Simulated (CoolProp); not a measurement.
Aqueous potassium formate as a coolant, 44 % by mass, freezing at -42.0 °C, 1 atm.

Computed with CoolProp (Melinder's fits for secondary coolants).

| T (°C) | conductivity (W/(m K)) | density (kg/m³) | Prandtl number | cp (kJ/(kg K)) |
|---|---|---|---|---|
| -15.9 | 0.465 | 1307 | 36.0 | 2.721 |
| -11.8 | 0.469 | 1306 | 30.6 | 2.728 |
| -7.8 | 0.474 | (withheld) | 26.4 | 2.735 |
| -3.7 | 0.479 | 1303 | 23.0 | 2.742 |
| 0.4 | 0.483 | (withheld) | (withheld) | 2.749 |
| 4.4 | 0.488 | 1300 | 18.0 | 2.756 |
| 8.5 | 0.493 | 1298 | 16.2 | 2.763 |
| 12.6 | 0.497 | (withheld) | 14.6 | 2.771 |
| 16.7 | 0.502 | 1294 | (withheld) | 2.778 |
| 20.7 | 0.507 | 1292 | 12.1 | (withheld) |
| 24.8 | 0.511 | (withheld) | 11.1 | 2.793 |
| 28.9 | 0.516 | 1289 | 10.2 | (withheld) |
| 33 | 0.520 | 1287 | 9.43 | 2.809 |

Task: Some entries are withheld; supply them.

Result: 
- -7.8, density (kg/m³): 1304
- 0.4, density (kg/m³): 1301
- 0.4, Prandtl number: 20.3
- 12.6, density (kg/m³): 1296
- 16.7, Prandtl number: 13.2
- 20.7, cp (kJ/(kg K)): 2.785
- 24.8, density (kg/m³): 1291
- 28.9, cp (kJ/(kg K)): 2.801
